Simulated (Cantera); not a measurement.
A closed system holds: 1 mol B₂H₆, 3 mol H₂, equilibrated at 22.0 mbar.

These are equilibrium values from Cantera (NASA tables, ideal gas, pure condensed phases), not measurements of a reactor. Candidate condensed phases: B; 7 gas species. The feed counts by its element totals alone. The tables' values for BH₂ are old estimates; treat these amounts as uncertain. Rates play no part. All values below are at 1823 K.

Base state: H₂ 0.997, H 0.00292, BH₂ 0.000153 (mole fractions); condensed: B(s).

Task: What changes in the equilibrium state with this change: pressure from 22.0 mbar to 10.0 mbar?

Result: 
| species | before | after |
|---|---|---|
| H₂ | 0.997 | 0.996 |
| H | 0.00292 | 0.00432 |
| BH₂ | 0.000153 | 0.000152 |
| B(s), mol | 2.00 | 2.00 |
